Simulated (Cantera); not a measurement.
Feed: 1 mol SiC, 0.67 mol N2O, a varied amount of H2, equilibrated at 1473.15 K and 0.220 bar.

Points: n(H2) (mol) = 66, 97, 140, 210, 300, 450, 650.

Cantera's Mixture.equilibrate('TP', solver="vcs", rtol=1e-11, max_steps=5000) on the NASA tables stopped like this:

```
ERROR: FAILURE its = 5001!

*******************************************************************************
CanteraError thrown by MultiPhase::equilibrate:
VCS solver failed. Return code: -1
*******************************************************************************
```

### Question
What got this run through?

### Answer
This is not unique; one that fits is The failure is numerical, not chemical. The same input converged with solver="gibbs", rtol=1e-10, max_steps=50000, and the result passed a check of the equilibrium conditions:
```
log10 of partial pressures in bar; condensed amounts in mol
     n(H2)        H2        CO        N2       CH4       HCN         H       SiO     C(gr)    SiC(b) Si2N2O(s)
        66    -0.662    -2.983    -2.985    -3.857    -4.883    -5.228    -5.741    0.3481    0.2902    0.3546
        97    -0.662    -3.020    -3.022    -3.880    -4.926    -5.228    -5.728         0    0.5103    0.2444
       140    -0.660    -3.181    -3.182    -3.985    -5.112    -5.227    -5.675         0    0.5057    0.2465
       210    -0.659    -3.360    -3.359    -4.102    -5.319    -5.227    -5.617         0    0.5001    0.2488
       300    -0.659    -3.518    -3.516    -4.206    -5.502    -5.227    -5.565         0    0.4946    0.2508
       450    -0.658    -3.699    -3.693    -4.324    -5.710    -5.226    -5.507         0    0.4879    0.2529
       650    -0.658    -3.864    -3.854    -4.432    -5.899    -5.226    -5.455         0    0.4814    0.2541
```

The gas is ideal and each condensed phase is pure. Mutual solubility and eutectic melting of coexisting phases are not modelled.
